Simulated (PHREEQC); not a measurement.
**Copper plating or etch bath**

Solution (10 °C): 0.12 mol/kgw CuSO4, 0.0027 mol/kgw HCl and 0.0005 mol/kgw NaCl. Closed to the air; pH follows from the charge balance.

Model: ion-association model, phreeqc.dat, run in PHREEQC.

No solid was allowed to form.

**Question.** Estimate the pH.

**Answer.** pH 3.03.

**Question.** In which forms is Cu present?

**Answer.** Cu+2 52 %, CuSO4 48 % of the Cu.

Away from 25 °C the constants follow the database's enthalpies or fits; those with neither stay at their 25 °C values.
